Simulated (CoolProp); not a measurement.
Vapour pressure (bar) of vinyl chloride: the reference equation beside estimates from Tc = 151.9 °C, pc = 56.00 bar, ω = 0.160.

Computed with CoolProp (reference Helmholtz-energy equation of state, Thol 2022).

```tsv
T (°C)	reference	van der Waals	Soave-Redlich-Kwong	Peng-Robinson
-7.75	1.295	6.104	…	1.300
-2.05	1.608	6.866	1.594	…
3.65	1.976	7.690	…	1.976
9.45	2.413	8.592	…	…
15.15	2.911	9.545	2.901	2.905
20.85	3.483	10.57	3.478	3.475
26.55	4.136	11.66	4.138	4.126
32.35	4.890	12.84	…	4.880
38.05	5.728	14.07	5.755	5.719
43.75	6.667	15.38	6.712	6.662
49.45	7.716	16.76	7.784	7.716
55.15	8.882	18.22	8.978	8.891
60.95	10.20	19.79	10.33	10.22
```

Q: Complete the blanks.

A: 
- -7.75, Soave-Redlich-Kwong: 1.282
- -2.05, Peng-Robinson: 1.610
- 3.65, Soave-Redlich-Kwong: 1.962
- 9.45, Soave-Redlich-Kwong: 2.400
- 9.45, Peng-Robinson: 2.410
- 32.35, Soave-Redlich-Kwong: 4.904

Absolute difference from the reference over all 13 rows, mean and median: van der Waals 200.9 and 181.9 %, Soave-Redlich-Kwong 0.6 and 0.7 %, Peng-Robinson 0.2 and 0.2 %.
